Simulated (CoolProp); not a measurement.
Vapour-liquid equilibrium of n-heptane (1) + toluene (2) at 0.0643 bar; x and y are mole fractions of (1).

Computed with CoolProp (multi-fluid Helmholtz-energy mixture model, Span 2003 and Lemmon 2006; pair parameters Bell 2016).

| x | bubble temperature, mixture model (K) | bubble temperature, Raoult's law (K) | y, mixture model | y, Raoult's law |
|---|---|---|---|---|
| 0.05 | 307.3 | 308.2 | 0.112 | 0.077 |
| 0.125 | 305.6 | 307.3 | 0.240 | 0.184 |
| 0.2 | 304.4 | 306.5 | 0.338 | 0.283 |
| 0.275 | 303.4 | 305.7 | 0.418 | 0.375 |
| 0.35 | 302.6 | 304.9 | 0.486 | 0.460 |
| 0.425 | 301.9 | 304.2 | … | 0.540 |
| 0.5 | 301.3 | 303.5 | 0.606 | 0.614 |
| 0.575 | 300.9 | 302.8 | 0.662 | 0.683 |
| 0.65 | 300.5 | 302.1 | … | 0.747 |
| 0.725 | 300.1 | 301.4 | 0.773 | 0.808 |
| 0.8 | 299.8 | 300.8 | 0.832 | 0.865 |
| 0.875 | 299.6 | 300.2 | … | 0.918 |
| 0.95 | 299.4 | 299.6 | 0.956 | 0.968 |

**Question.** Fill in the missing entries.

**Answer.** 
- 0.425, y, mixture model: 0.548
- 0.65, y, mixture model: 0.717
- 0.875, y, mixture model: 0.892

The largest gap from Raoult's law is -2.3 K in bubble temperature, at x = 0.35. No azeotrope shows between x = 0.05 and 0.95.

The pair parameters rest on a limited set of measurements; away from them the model extrapolates.
